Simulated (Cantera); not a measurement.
Charge: 1 mol TEOS, 0.13 mol O3, 6.2 mol H2, equilibrated at 90000 Pa.

Method: chemical equilibrium by Gibbs-energy minimisation in Cantera with the NASA 1993 tables (ideal gas, pure condensed phases). Candidate condensed phases: C, C6H6, C7H8, C8H18, H2O, Si, SiC, SiO2; 123 gas species. The feed counts by its element totals alone. The tables hold silica as quartz up to 1696 K and as liquid above; real silica turns to tridymite and cristobalite and melts near 1996 K. Equilibrium is a limit: real reactors are often held back by kinetics, nucleation or transport. All values below are at 1348 K.

Base state: H2 0.867, CO 0.128, CH4 0.00395, H2O 0.000585, CO2 4.43e-5 (mole fractions); condensed: C(graphite) + SiO2(β-quartz).

**Question.** What changes in the equilibrium state with this change: pressure from 90000 Pa to 1600 Pa?

**Answer.** 
| species | before | after |
|---|---|---|
| H2 | 0.867 | 0.871 |
| CO | 0.128 | 0.129 |
| CH4 | 0.00395 | 7.09e-5 |
| H2O | 0.000585 | 1.05e-5 |
| SiO | 2.09e-8 | 6.60e-5 |
| CO2 | 4.43e-5 | 7.89e-7 |
| H | 2.27e-6 | 1.71e-5 |
| C(graphite), mol | 5.55 | 5.61 |
| SiO2(β-quartz), mol | 1.00 | 0.999 |

**Question.** What changes in the equilibrium state with this change: 1.1 mol NH3 added?

**Answer.** 
| species | before | after |
|---|---|---|
| H2 | 0.867 | 0.854 |
| CO | 0.128 | 0.115 |
| N2 | 0 | 0.0265 |
| HCN | 0 | 4.82e-5 |
| NH3 | 0 | 1.19e-5 |
| CO2 | 4.43e-5 | 3.54e-5 |
| C(graphite), mol | 5.55 | 5.54 |
| SiO2(β-quartz), mol | 1.00 | 1.00 |
Further candidate phases: Si2N2O, Si3N4.
